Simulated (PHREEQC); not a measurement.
Make-up at 90 °C: 0.0036 mol/kgw Pb(NO3)2, 0.00044 mol/kgw CaCl2, 5.3e-05 mol/kgw HCl and 5.6e-05 mol/kgw NaCl. Closed to the air; pH follows from the charge balance.

The numbers come from PHREEQC with the ion-association model, phreeqc.dat.

This is a speciation only: nothing precipitates in the calculation.

Task: Predict the pH.

Result: pH 4.32.

Task: In which forms is Pb present?

Result: Pb+2 88 %, PbCl+ 6.1 %, PbNO3+ 5.5 % of the Pb.

Complexes and solids missing from the database can't appear. Away from 25 °C the constants follow the database's enthalpies or fits; those with neither stay at their 25 °C values.
